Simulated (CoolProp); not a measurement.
Vapour-liquid equilibrium of cyclohexane (1) + p-xylene (2) at 237.05 °C; x and y are mole fractions of (1).

Model: multi-fluid Helmholtz-energy mixture model, Zhou 2014 and Zhou 2012; pair parameters Bell 2016, in CoolProp.

```
x     bubble pressure (bar)  y at the bubble point  dew pressure at overall composition x (bar)  liquid density (mol/L)
----  ---------------------  ---------------------  -------------------------------------------  ----------------------
0.05                  8.858                  0.119                                        8.359                   6.038
0.15                  10.48                  0.302                                        9.100                   6.055
0.25                  12.04                  0.439                                        9.964                   6.070
0.35                  13.56                  0.546                                        10.98                   6.081
0.45                  15.04                  0.635                                        12.19                   6.089
0.55                  16.51                  0.712                                        13.62                   6.093
0.65                  17.97                  0.781                                        15.31                   6.094
0.75                  19.43                  0.846                                        17.29                   6.091
0.85                  20.92                  0.908                                        19.54                   6.084
0.95                  22.45                  0.969                                        21.97                   6.074
```

No azeotrope shows between x = 0.05 and 0.95.

Pair parameters are fitted to limited data, so mixtures are less certain than the pure fluids.
